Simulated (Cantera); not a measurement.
Source: NASA polynomial tables (part measured, part estimated), evaluated in Cantera. Values are per mole of reaction as written; species without (g) are pure solids or liquids, kept so even where they would boil at 1 bar.

Q: Between 698 and 1598 K, where is each reaction favourable under standard conditions?
- O₂(g) + 4 LiCl → 2 Cl₂(g) + 2 Li₂O

A: 
- O₂(g) + 4 LiCl → 2 Cl₂(g) + 2 Li₂O: ΔG° is 387 kJ at 698 K and 424 kJ at 1598 K; it stays positive (K < 1). ΔH° is 318 kJ and ΔS° -66 J/K at 1598 K.
